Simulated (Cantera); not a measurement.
An isothermal, constant-pressure homogeneous reactor starts with 64.9 % NH3, 35.1 % N2, at 1700 K and 503 Torr.

Computed with Cantera and the gas-phase N/H chemistry of the illustrative SiF4/NH3 mechanism in the Surface Chemkin manual (1991). Walls and surfaces, which speed up NH3 decomposition in real reactors, are not modelled.

### Question
Predict: x(NH3) at 2.00 s; x(H2) at 2.00 s; x(N2) at 2.00 s; x(H) at 2.00 s; x(NH2) at 2.00 s; x(NH) at 2.00 s.

### Answer
```json
{
  "x(NH3) at 2.00 s": "0.263 (gas-phase equilibrium 7.01e-6)",
  "x(H2) at 2.00 s": "0.351 (gas-phase equilibrium 0.590)",
  "x(N2) at 2.00 s": "0.386 (gas-phase equilibrium 0.409)",
  "x(H) at 2.00 s": "4.79e-5 (gas-phase equilibrium 0.000139)",
  "x(NH2) at 2.00 s": "9.09e-5 (gas-phase equilibrium 4.19e-9)",
  "x(NH) at 2.00 s": "7.07e-7 (gas-phase equilibrium 5.82e-11)"
}
```
